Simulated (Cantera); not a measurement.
## Equilibrium for hydrogen reduction and annealing atmospheres: Cr₂O₃ + H₂ + N₂

Input: 1 mol Cr₂O₃, 15 mol H₂, 59 mol N₂, at 75.0 Torr.

Equilibrium computed with Cantera from the NASA thermochemical tables; the gas is ideal and each condensed phase is pure. Candidate condensed phases: Cr, CrN, Cr₂N, Cr₂O₃, H₂O; 29 gas species. Mutual solubility and eutectic melting of coexisting phases are not modelled. Kinetics and transport are ignored.

```
T (°C)  log p N₂  log p H₂  log p H₂O  log p Cr  log p H  log p CrO  log p OH  n Cr₂N(s)  n Cr₂O₃(s)  n Cr(s)
------  --------  --------  ---------  --------  -------  ---------  --------  ---------  ----------  -------
1077       -1.10     -1.69      -4.90     -8.02    -6.47     -11.88    -11.46    0.00313       0.997        0
1177       -1.10     -1.69      -4.67     -6.83    -5.87     -10.36    -10.47    0.00524       0.995        0
1277       -1.10     -1.69      -4.46     -5.82    -5.35      -9.05     -9.59          0       0.991   0.0159
1377       -1.10     -1.69      -4.21     -5.04    -4.89      -7.93     -8.75          0       0.985   0.0236
1477       -1.10     -1.70      -3.99     -4.35    -4.48      -6.95     -8.00          0       0.975   0.0175
1577       -1.10     -1.70      -3.70     -3.87    -4.12      -6.12     -7.25          0       0.950        0
1677       -1.10     -1.71      -3.38     -3.55    -3.79      -5.42     -6.51          0       0.895        0
```
log p: log10 of the partial pressure in bar; n: condensed amount in mol.

From 1077 °C to 1177 °C the condensed part is Cr₂N(s) + Cr₂O₃(s). From 1277 °C to 1477 °C the condensed part is Cr(s) + Cr₂O₃(s). From 1577 °C to 1677 °C the condensed part is Cr₂O₃(s). The main Cr-bearing gas is Cr throughout.
